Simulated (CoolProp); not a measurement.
Vapour-liquid equilibrium of R22 (1) + R123 (2) at 0.249 MPa; x and y are mole fractions of (1).

Values from CoolProp's multi-fluid Helmholtz-energy mixture model, Kamei 1995 and Younglove 1994; pair parameters Bell 2016.

Question: Give the bubble temperature and the first vapour's composition at x = 0.275, 0.5, 0.95. Is there an azeotrope?

Answer: x = 0.275: 14.6 °C, y = 0.809; x = 0.5: -1.9 °C, y = 0.933; x = 0.95: -18.3 °C, y = 0.996. No azeotrope shows between x = 0.05 and 0.95.

The pair parameters rest on a limited set of measurements; away from them the model extrapolates.
